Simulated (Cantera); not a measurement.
Feed: 1 mol Si2H6, 18 mol N2O, held at 1.00 bar.

Equilibrium computed with Cantera from the NASA thermochemical tables; the gas is ideal and each condensed phase is pure. Candidate condensed phases: H2O, Si, SiO2, Si2N2O, Si3N4; 35 gas species. The feed counts by its element totals alone. The tables hold silica as quartz up to 1696 K and as liquid above; real silica turns to tridymite and cristobalite and melts near 1996 K. Rates play no part. All values below are at 1173 K.

Base state: N2 0.679, O2 0.207, H2O 0.113, NO 0.000146 (mole fractions); condensed: SiO2(β-quartz).

Q: What changes in the equilibrium state with this change: Si2H6 replaced by SiCl4?

A: 
```tsv
species	before	after
N2	0.679	0.642
O2	0.207	0.285
Cl2	0	0.0709
H2O	0.113	0
Cl	0	0.000943
ClO	0	2.09e-5
NO	0.000146	0.000167
SiO2(β-quartz), mol	2.00	1.00
```
